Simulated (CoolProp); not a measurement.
R142b along the isotherm 463.3 K: Z from the reference equation and from simpler models built on Tc = 410.3 K, pc = 4.055 MPa, ω = 0.232; each cubic takes its own stable root.

Computed with CoolProp (reference Helmholtz-energy equation of state, Lemmon 2006). It is a short technical equation, of lower accuracy than the large ones.

```tsv
p (MPa)	phase	reference	Soave-Redlich-Kwong	Peng-Robinson
0.128	gas	0.9928	0.9929	0.9918
0.243	gas	0.9862	0.9865	0.9845
0.461	gas	0.9737	___	0.9704
0.874	gas	0.9495	0.9506	___
1.66	gas	0.9015	0.9043	0.8913
3.14	gas	0.8031	0.8113	0.7886
5.95	supercritical	___	0.6183	0.5859
11.3	supercritical	0.4640	0.5417	0.4991
21.4	supercritical	0.6921	0.7655	0.6955
40.5	supercritical	1.138	1.209	___
```

Problem. Some entries are withheld; supply them.

Solution. 
- 0.461, Soave-Redlich-Kwong: 0.9742
- 0.874, Peng-Robinson: 0.9436
- 5.95, reference: 0.5845
- 40.5, Peng-Robinson: 1.094
